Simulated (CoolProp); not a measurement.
Model: reference Helmholtz-energy equation of state, Lemmon 2005, in CoolProp. It is a short technical equation, of lower accuracy than the large ones.

Problem. Give the vapour pressure (MPa), liquid density (kg/m³), vapour density (kg/m³), enthalpy of vaporisation (kJ/kg) of saturated trans-2-butene at 308.6 K.

Solution. 
```csv
T (K),p (MPa),liquid density (kg/m³),vapour density (kg/m³),enthalpy of vaporisation (kJ/kg)
308.6,0.322,586,7.74,370
```
